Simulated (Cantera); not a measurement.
A Cantera script and what it prints.

```python
import numpy as np
import cantera as ct

gas_names = [...]  # 109 gases of nasa_gas.yaml made of C, Cl, H, Si
cond_names = """
    C(gr) C6H6(L) C7H8(L) C8H18(L),n-octa Si(cr) Si(L) SiC(b)
""".split()


# ... load() reads the species with a 1 bar reference pressure and builds the phases ...
atoms = {
    'SiH2Cl2': {'Si': 1, 'H': 2, 'CL': 2},
    'C2H2': {'C': 2, 'H': 2},
    'H2': {'H': 2},
}
top_T = {'C(gr)': 4500, 'SiC(b)': 3050}  # K; cautious upper limits of use, not melting points


# ... equilibrate(T, P, feed) seeds the gas with the atoms and calls Mixture.equilibrate('TP', solver="vcs", rtol=1e-11, max_steps=5000) ...
results = []
feed = {'SiH2Cl2': 1, 'C2H2': 0.2, 'H2': 99}  # mol
P = 760  # Pa
for T in [1148, 1298, 1448, 1598, 1748, 1898, 2048, 2198, 2348]:
    mix = equilibrate(T, P, feed)
    results.append((T, P, feed, dict(zip(mix.species_names, mix.species_moles))))
    x = sorted(zip(gas.X, gas.species_names), reverse=True)
    print(f"T = {T:g} K  P = {P:g} Pa  gas = {mix.phase_moles(0):.4g} mol")
    print("   x: " + "  ".join(f"{s} {v:.3e}" for v, s in x if v > 0.0001))
    print("   condensed (mol): " + ("  ".join(f"{mix.phase(i).name} {mix.phase_moles(i):.4g}"
          for i in range(1, mix.n_phases) if mix.phase_moles(i) > 1e-12) or "none"))
```

It prints:

```
T = 1148 K  P = 760 Pa  gas = 101.2 mol
   x: H2 9.813e-01  HCL 1.782e-02  SiCL2 7.098e-04
   condensed (mol): Si(cr) 0.5117  SiC(b) 0.4
T = 1298 K  P = 760 Pa  gas = 101.2 mol
   x: H2 9.811e-01  HCL 1.795e-02  SiCL2 8.735e-04
   condensed (mol): Si(cr) 0.5093  SiC(b) 0.4
T = 1448 K  P = 760 Pa  gas = 101.2 mol
   x: H2 9.811e-01  HCL 1.776e-02  SiCL2 9.899e-04  H 1.047e-04
   condensed (mol): Si(cr) 0.499  SiC(b) 0.4
T = 1598 K  P = 760 Pa  gas = 101.2 mol
   x: H2 9.807e-01  HCL 1.757e-02  SiCL2 1.083e-03  H 6.047e-04
   condensed (mol): Si(cr) 0.4875  SiC(b) 0.4
T = 1748 K  P = 760 Pa  gas = 101.4 mol
   x: H2 9.785e-01  HCL 1.756e-02  H 2.593e-03  SiCL2 1.050e-03  Si 1.915e-04
   condensed (mol): Si(L) 0.4658  SiC(b) 0.3998
T = 1898 K  P = 760 Pa  gas = 101.8 mol
   x: H2 9.706e-01  HCL 1.765e-02  H 8.833e-03  Si 1.616e-03  SiCL2 8.706e-04  SiCL 1.259e-04  CL 1.212e-04  SiH 1.211e-04
   condensed (mol): Si(L) 0.3096  SiC(b) 0.397
T = 2048 K  P = 760 Pa  gas = 103 mol
   x: H2 9.506e-01  H 2.504e-02  HCL 1.812e-02  Si 4.775e-03  SiCL2 3.759e-04  CL 3.534e-04  SiH 2.466e-04  SiCL 1.835e-04  Si2C 1.595e-04
   condensed (mol): SiC(b) 0.3788
T = 2198 K  P = 760 Pa  gas = 105.3 mol
   x: H2 9.107e-01  H 6.096e-02  HCL 1.777e-02  Si 7.273e-03  C2H2,acetylene 1.124e-03  CL 8.657e-04  Si2C 4.238e-04  SiC2 3.377e-04  SiH 2.688e-04  SiCL 1.472e-04  SiCL2 1.025e-04
   condensed (mol): SiC(b) 0.0462
T = 2348 K  P = 760 Pa  gas = 109.4 mol
   x: H2 8.415e-01  H 1.299e-01  HCL 1.634e-02  Si 8.156e-03  CL 1.808e-03  C2H2,acetylene 1.363e-03  SiC2 3.924e-04  SiH 2.203e-04  Si2C 1.119e-04
   condensed (mol): none
```

Equilibrium computed with Cantera from the NASA thermochemical tables; the gas is ideal and each condensed phase is pure. Mutual solubility and eutectic melting of coexisting phases are not modelled. The tables' values for SiCl, SiCl3 are old estimates; treat these amounts as uncertain. Gases not in the tables: Si2H6 and higher silanes.
